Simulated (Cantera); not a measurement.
Low-pressure radical oxidation in H2/O2

An isothermal, constant-pressure homogeneous reactor starts with 18.9 % H2, 78.7 % O2, 2.44 % H2O, equivalence ratio 0.12, at 1200 K and 0.975 Torr.

Model: the H2/O2 subset of GRI-Mech 3.0, which has no nitrogen chemistry, integrated in Cantera. Radical loss at walls, strong at low pressure, is not modelled. The temperature is held fixed by assumption; the heat of reaction is taken as removed at once.

```json
[
 {"t (s)": "5.00e-5", "x H2": "0.189", "x O2": "0.787", "x H": "6.39e-10", "x OH": "2.85e-11", "x O": "2.92e-11", "x HO2": "6.66e-10", "x H2O2": "<1e-12"},
 {"t (s)": "0.000120", "x H2": "0.189", "x O2": "0.787", "x H": "1.47e-9", "x OH": "1.43e-10", "x O": "1.56e-10", "x HO2": "1.59e-9", "x H2O2": "<1e-12"},
 {"t (s)": "0.000286", "x H2": "0.189", "x O2": "0.787", "x H": "3.39e-9", "x OH": "6.46e-10", "x O": "7.95e-10", "x HO2": "3.81e-9", "x H2O2": "<1e-12"},
 {"t (s)": "0.000684", "x H2": "0.189", "x O2": "0.787", "x H": "9.06e-9", "x OH": "2.75e-9", "x O": "3.97e-9", "x HO2": "9.10e-9", "x H2O2": "4.65e-12"},
 {"t (s)": "0.00164", "x H2": "0.189", "x O2": "0.787", "x H": "4.27e-8", "x OH": "1.62e-8", "x O": "2.61e-8", "x HO2": "2.18e-8", "x H2O2": "2.65e-11"},
 {"t (s)": "0.00391", "x H2": "0.189", "x O2": "0.787", "x H": "9.96e-7", "x OH": "3.98e-7", "x O": "6.59e-7", "x HO2": "5.23e-8", "x H2O2": "1.51e-10"},
 {"t (s)": "0.00935", "x H2": "0.185", "x O2": "0.785", "x H": "0.00151", "x OH": "0.000596", "x O": "0.000996", "x HO2": "3.85e-7", "x H2O2": "1.35e-9"},
 {"t (s)": "0.0224", "x H2": "0.00948", "x O2": "0.676", "x H": "0.0671", "x OH": "0.00990", "x O": "0.0721", "x HO2": "8.52e-7", "x H2O2": "2.90e-8"},
 {"t (s)": "0.0535", "x H2": "0.00901", "x O2": "0.678", "x H": "0.0646", "x OH": "0.00969", "x O": "0.0712", "x HO2": "8.57e-7", "x H2O2": "2.86e-8"},
 {"t (s)": "0.128", "x H2": "0.00865", "x O2": "0.683", "x H": "0.0595", "x OH": "0.00953", "x O": "0.0671", "x HO2": "8.72e-7", "x H2O2": "2.99e-8"},
 {"t (s)": "0.306", "x H2": "0.00780", "x O2": "0.694", "x H": "0.0485", "x OH": "0.00912", "x O": "0.0582", "x HO2": "9.02e-7", "x H2O2": "3.27e-8"},
 {"t (s)": "0.731", "x H2": "0.00587", "x O2": "0.716", "x H": "0.0293", "x OH": "0.00803", "x O": "0.0412", "x HO2": "9.41e-7", "x H2O2": "3.82e-8"},
 {"t (s)": "1.75", "x H2": "0.00280", "x O2": "0.743", "x H": "0.00891", "x OH": "0.00565", "x O": "0.0185", "x HO2": "8.98e-7", "x H2O2": "4.37e-8"},
 {"t (s)": "4.18", "x H2": "0.000666", "x O2": "0.759", "x H": "0.000993", "x OH": "0.00278", "x O": "0.00427", "x HO2": "5.94e-7", "x H2O2": "3.58e-8"},
 {"t (s)": "10.0", "x H2": "0.000110", "x O2": "0.763", "x H": "6.62e-5", "x OH": "0.00113", "x O": "0.000703", "x HO2": "2.19e-7", "x H2O2": "1.83e-8"}
]
```
x: mole fraction; the columns are a selection and need not sum to one.

Equilibrium at this temperature and pressure: H2 9.55e-8, O2 0.765, H 1.70e-9, OH 3.35e-5, O 6.12e-7, HO2 1.03e-8, H2O2 1.78e-10 (gas phase only).
